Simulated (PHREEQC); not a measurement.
Make-up at 20 °C: 0.0063 mol NaNO3 per kg of water. Closed to the air; pH follows from the charge balance.

Model: ion-association model, wateq4f.dat, run in PHREEQC.

Each row changes one thing in this solution. No solid was allowed to form.

| case | pH | ionic strength (mol/kgw) |
|---|---|---|
| as made | 7.08 | 0.00630 |
| NaNO3 from 0.0063 to 0.00126 mol/kgw | 7.08 | 0.00126 |
| NaNO3 replaced by Na3PO4 at the same molality | 11.73 | 0.0290 |
| diluted 10-fold with water | 7.08 | 0.000630 |
| 0.0031 mol/kgw FeCl3 added | 2.71 | 0.0214 |
| NaNO3 replaced by NaOH at the same molality | 11.93 | 0.00630 |
| 0.0024 mol/kgw CsOH added | 11.51 | 0.00870 |
| 0.0027 mol/kgw NiSO4 added | 6.44 | 0.0155 |

Some of these states are supersaturated (in Hematite (slow to form), Goethite (slow to form), for instance).
